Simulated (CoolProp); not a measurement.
Properties of sulfur dioxide along the isotherm 185.15 °C.

Values from CoolProp's reference Helmholtz-energy equation of state, Gao 2016.

```csv
p (MPa),phase,Z,cp (kJ/(kg K)),isothermal compressibility (1/MPa),fugacity coefficient
0.0374,gas,0.9987,0.7091,26.77,0.9987
0.0631,gas,0.9978,0.7101,15.88,0.9978
0.107,gas,0.9962,0.7117,9.381,0.9962
0.18,gas,0.9936,0.7144,5.591,0.9936
0.303,gas,0.9892,0.7191,3.337,0.9893
0.512,gas,0.9817,0.7272,1.990,0.9820
0.864,gas,0.9689,0.7417,1.195,…
1.46,gas,0.9467,0.7684,0.7249,0.9489
2.46,gas,0.9079,0.8211,0.4503,0.9144
4.15,gas,0.8372,0.9429,…,0.8571
7.01,gas,0.6965,1.360,0.2226,…
11.8,supercritical,0.3645,4.463,0.2091,0.6029
```

Question: Complete the blanks.

Answer: 
- 0.864, fugacity coefficient: 0.9696
- 4.15, isothermal compressibility (1/MPa): 0.2936
- 7.01, fugacity coefficient: 0.7620
